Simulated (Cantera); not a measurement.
Input (Python, Cantera) and output of one run.

```python
import numpy as np
import cantera as ct

gas_names = """
    F FO FO2 F2 F2O H HF HOF HO2 H2 H2F2 H2O H2O2 H3F3 H4F4 H5F5 H6F6 H7F7 Mg MgF MgF2 MgH MgO MgOH
    MgO2H2 Mg2 Mg2F4 O OH O2 O3
""".split()
cond_names = """
    H2O(s) H2O(L) Mg(cr) Mg(L) MgF2(s) MgF2(L) MgO(s) MgO(L) MgO2H2(s)
""".split()


# ... load() reads the species with a 1 bar reference pressure and builds the phases ...
atoms = {
    'MgO': {'Mg': 1, 'O': 1},
    'F2': {'F': 2},
    'H2': {'H': 2},
}
top_T = {}  # K; cautious upper limits of use, not melting points


# ... equilibrate(T, P, feed) seeds the gas with the atoms and calls Mixture.equilibrate('TP', solver="vcs", rtol=1e-11, max_steps=5000) ...
results = []
T = 1648.15  # K
P = 52000  # Pa
for m in [1.3, 1.8, 2.3, 3, 3.9, 5.1, 6.6, 8.6, 11, 15]:
    feed = {'MgO': 1, 'F2': m, 'H2': 1.8}  # mol
    mix = equilibrate(T, P, feed)
    results.append((T, P, feed, dict(zip(mix.species_names, mix.species_moles))))

top = {s: max(r[3][s] / sum(r[3][g] for g in gas_names) for r in results) for s in gas_names}
cols = sorted((s for s in top if top[s] > 0.0001), key=lambda s: -top[s])[:7]
seen = [c for c in cond_names if any(r[3].get(c, 0) > 1e-12 for r in results)]
print("log10 of partial pressures in bar; condensed amounts in mol")
print(f"{'n(F2)':>10s}" + "".join(f"{s[:9]:>10s}" for s in cols + seen))
for T, P, feed, n in results:
    ng = sum(n[g] for g in gas_names)
    print(f"{feed['F2']:10.4g}" + "".join(f"{np.log10(max(n[s] / ng * P / 1e5, 1e-99)):10.3f}" for s in cols)
          + "".join(f"{n.get(c, 0):10.4g}" for c in seen))
```

Result:

```
log10 of partial pressures in bar; condensed amounts in mol
     n(F2)         F        HF       H2O        H2        O2        F2      MgF2   MgF2(L)    MgO(s)
       1.3    -8.392    -0.673    -0.716    -0.940    -9.430   -18.178    -3.241    0.8355    0.1619
       1.8    -6.863    -0.495    -0.700    -3.642    -3.995   -15.121    -3.241    0.9971         0
       2.3    -5.911    -0.395    -1.111    -5.344    -1.412   -13.217    -3.241    0.9963         0
         3    -1.337    -0.381   -10.145   -14.465    -1.239    -4.069    -3.241     0.995         0
       3.9    -0.747    -0.526   -11.689   -15.937    -1.384    -2.888    -3.241     0.993         0
       5.1    -0.568    -0.665   -12.393   -16.571    -1.523    -2.531    -3.241    0.9904         0
       6.6    -0.480    -0.793   -12.889   -17.003    -1.650    -2.354    -3.241    0.9872         0
       8.6    -0.424    -0.919   -13.317   -17.367    -1.777    -2.243    -3.241    0.9828         0
        11    -0.390    -1.034   -13.673   -17.666    -1.892    -2.175    -3.241    0.9776         0
        15    -0.361    -1.177   -14.087   -18.009    -2.034    -2.116    -3.241    0.9689         0
```

Cantera equilibrium calculation (NASA polynomials, part measured and part estimated; ideal gas, pure solids and liquids). Mutual solubility and eutectic melting of coexisting phases are not modelled.
